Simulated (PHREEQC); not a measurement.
Solution (25 °C): 0.0039 mol HF, 0.13 mol CaCl2 and 0.019 mol CuCl2 per kg of water. Closed to the air; pH follows from the charge balance.

All values are PHREEQC results (ion-association model, phreeqc.dat), not measurements.

```csv
quantity,before,after
pH,2.85,2.86
ionic strength (mol/kgw),0.442,0.183
Cu+2 (mol/kgw),0.0155,0.0163
CuCl+ (mol/kgw),0.00318,0.00243
HF (mol/kgw),0.00207,0.00218
F- (mol/kgw),0.00170,0.00155
```

Question: Which change was made?
A) temperature from 25 to 55 °C
B) temperature from 25 to 45 °C
C) HF from 0.0039 to 0.00351 mol/kgw
D) CaCl2 replaced by (CH3)4NCl at the same molality
E) temperature from 25 to 90 °C

Answer: D, CaCl2 replaced by (CH3)4NCl at the same molality

Precipitation was switched off in this run. Some of these states are supersaturated (in Fluorite, for instance).
